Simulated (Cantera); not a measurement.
Input: 1 mol B2O3, 50 mol H2, 3.1 mol NH3, held at 1225 K and 7.50 Torr.

Equilibrium computed with Cantera from the NASA thermochemical tables; the gas is ideal and each condensed phase is pure. Candidate condensed phases: B, BN, B2O3, B3O3H3, H2O; 39 gas species. Mutual solubility and eutectic melting of coexisting phases are not modelled. Kinetics and transport are ignored.

Base state: H2 0.972, N2 0.0274, H2O 0.000556, HBO2 0.000278, HBO 3.26e-5 (mole fractions); condensed: BN(s) + B2O3(l).

Question: What changes in the equilibrium state with this change: temperature from 1225 K to 2273 K?

Answer: 
| species | before | after |
|---|---|---|
| H2 | 0.972 | 0.857 |
| H | 3.07e-6 | 0.0778 |
| N2 | 0.0274 | 0.0259 |
| BO | 4.29e-9 | 0.0115 |
| HBO | 3.26e-5 | 0.0111 |
| BO2 | <1e-9 | 0.000130 |
| OH | <1e-9 | 0.000107 |
| BN(s), mol | 0.0254 | 0 |
| B2O3(l), mol | 0.978 | 0 |
